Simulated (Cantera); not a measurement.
Stirred combustor or abatement burner

A perfectly stirred reactor is fed with 9.82 % CH₄, 5.74 % CO, 17.7 % O₂, 66.7 % N₂, equivalence ratio 1.3, at 640000 Pa; it is adiabatic with a 725 K inlet, and is followed from long to short residence time, starting on the burning branch (τ in s: 0.44, 0.19, 0.083, 0.036, 0.016, 0.0068, 0.0029, 0.0013, 0.00055, 0.00024, 0.0001, 4.5e-05).

Model: GRI-Mech 3.0 (53 species, 325 reactions), integrated in Cantera.

```csv
τ (s),T (K),x CH₄,x CO,x O₂,x CH₂,x CH₂CO
0.44,2440,4.25e-7,0.0707,0.000154,1.25e-8,1.02e-9
0.19,2439,9.68e-7,0.0707,0.000160,2.87e-8,2.35e-9
0.083,2439,2.14e-6,0.0708,0.000173,6.48e-8,5.29e-9
0.036,2438,4.57e-6,0.0708,0.000201,1.45e-7,1.18e-8
0.016,2435,9.01e-6,0.0709,0.000259,3.08e-7,2.48e-8
0.0068,2430,1.70e-5,0.0710,0.000378,6.56e-7,5.20e-8
0.0029,2422,2.94e-5,0.0713,0.000601,1.32e-6,1.02e-7
0.0013,2411,4.72e-5,0.0717,0.000969,2.42e-6,1.83e-7
0.00055,2392,7.78e-5,0.0725,0.00164,4.40e-6,3.27e-7
0.00024,2366,0.000130,0.0736,0.00270,7.56e-6,5.67e-7
0.00010,2327,0.000237,0.0757,0.00452,1.31e-5,1.06e-6
4.5e-5,2279,0.000450,0.0787,0.00728,2.20e-5,2.16e-6
```
x: mole fraction; the columns are a selection and need not sum to one.
